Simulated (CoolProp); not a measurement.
Properties of dodecamethylpentasiloxane (MD3M) along the isotherm 346.85 °C (Tc = 354.9 °C, pc = 0.9540 MPa, ω = 0.730).

Values from CoolProp's reference Helmholtz-energy equation of state, Thol 2019.

```tsv
p (MPa)	phase	Z	cp (kJ/(kg K))	cv (kJ/(kg K))	isothermal compressibility (1/MPa)	expansivity (1/kK)
0.0341	gas	0.9861	2.106	2.083	29.74	1.709
0.0681	gas	0.9719	2.110	2.085	15.12	1.813
0.102	gas	0.9576	2.115	2.087	10.25	1.925
0.136	gas	0.9429	2.119	2.089	7.816	2.047
0.17	gas	0.9279	2.124	2.091	6.363	2.180
0.204	gas	0.9126	2.130	2.093	5.401	2.326
0.238	gas	0.8969	2.136	2.095	4.721	2.486
0.273	gas	0.8804	2.143	2.098	4.206	2.668
0.307	gas	0.8639	2.150	2.100	3.825	2.865
0.341	gas	0.8470	2.158	2.103	3.528	3.085
0.375	gas	0.8296	2.167	2.105	3.293	3.333
0.409	gas	0.8117	2.178	2.108	3.105	3.613
0.443	gas	0.7931	2.189	2.111	2.957	3.934
0.477	gas	0.7739	2.203	2.115	2.841	4.304
```
